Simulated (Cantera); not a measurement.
Stirred combustor or abatement burner

A perfectly stirred reactor is fed with 14.4 % H2, 18.0 % O2, 67.6 % N2, at 500000 Pa; it is adiabatic with a 648 K inlet, and is followed from long to short residence time, starting on the burning branch (τ in s: 0.15, 0.06, 0.025, 0.01, 0.0041, 0.0017, 0.00069, 0.00028, 0.00012, 4.8e-05, 2e-05).

Cantera simulation using GRI-Mech 3.0 (53 species, 325 reactions); the numbers are that mechanism's predictions, not measurements. The hydrogen kinetics of GRI-Mech 3.0 are dated; newer H2 mechanisms differ, most at raised pressure.

```
τ (s)    T (K)      x H2   x O2       x H   x H2O2    x N2O       x O
-------  -----  --------  -----  --------  -------  -------  --------
0.15      1726   2.39e-5  0.116   6.18e-7  1.16e-7  5.05e-7   1.67e-5
0.060     1726   4.35e-5  0.116   1.24e-6  1.56e-7  7.41e-7   2.56e-5
0.025     1725   7.80e-5  0.116   2.69e-6  2.20e-7  1.12e-6   4.21e-5
0.010     1723  0.000144  0.116   6.35e-6  3.25e-7  1.68e-6   7.44e-5
0.0041    1721  0.000260  0.116   1.50e-5  4.77e-7  2.26e-6  0.000133
0.0017    1717  0.000466  0.116   3.57e-5  6.89e-7  2.62e-6  0.000239
0.00069   1710  0.000844  0.116   8.66e-5  9.95e-7  2.59e-6  0.000435
0.00028   1700   0.00153  0.116  0.000209  1.42e-6  2.26e-6  0.000785
0.00012   1683   0.00267  0.116  0.000469  2.00e-6  1.83e-6   0.00134
4.8e-5    1652   0.00492  0.116   0.00109  2.96e-6  1.36e-6   0.00226
2.0e-5    1601   0.00914  0.117   0.00228  4.65e-6  9.31e-7   0.00341
```
x: mole fraction; the columns are a selection and need not sum to one.
